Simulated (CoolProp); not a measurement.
The numbers come from the reference Helmholtz-energy equation of state, Akasaka 2022 in CoolProp.

Task: For R1233zd(E), give the phase and the density (kg/m³), cp (kJ/(kg K)), expansivity (1/kK), fugacity coefficient at 235.4 K and 662 kPa.

Result: 
- 235.4 K and 662 kPa: liquid; density 1400, cp 1.07, expansivity 1.50, fugacity coefficient 0.0104
